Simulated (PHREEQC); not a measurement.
Make-up at 80 °C: 0.0048 mol/kgw Ag2SO4. Closed to the air; pH follows from the charge balance.

Equilibrium calculation in PHREEQC: ion-association model, wateq4f.dat.

Each row changes one thing in this solution. This is a speciation only: nothing precipitates in the calculation.

```tsv
case	pH	ionic strength (mol/kgw)	SO4-2 (mol/kgw)	HSO4- (mol/kgw)
as made	6.45	0.0131	0.00415	4.05e-7
diluted 100-fold with water	?	0.000144	4.79e-5	8.92e-9
Ag2SO4 replaced by CdSO4 at the same molality	?	0.0132	0.00325	1.56e-6
Ag2SO4 replaced by Li2SO4 at the same molality	6.46	0.0142	0.00468	4.33e-7
Ag2SO4 from 0.0048 to 0.00432 mol/kgw	?	0.0119	0.00378	3.80e-7
diluted 10-fold with water	?	0.00142	0.000469	7.50e-8
diluted 5-fold with water	?	0.00280	0.000921	1.33e-7
```

**Question.** What belongs in the gaps?

**Answer.** 
- diluted 100-fold with water, pH: 6.31
- Ag2SO4 replaced by CdSO4 at the same molality, pH: 5.76
- Ag2SO4 from 0.0048 to 0.00432 mol/kgw, pH: 6.44
- diluted 10-fold with water, pH: 6.34
- diluted 5-fold with water, pH: 6.36

Complexes and solids missing from the database can't appear. Away from 25 °C the constants follow the database's enthalpies or fits; those with neither stay at their 25 °C values.
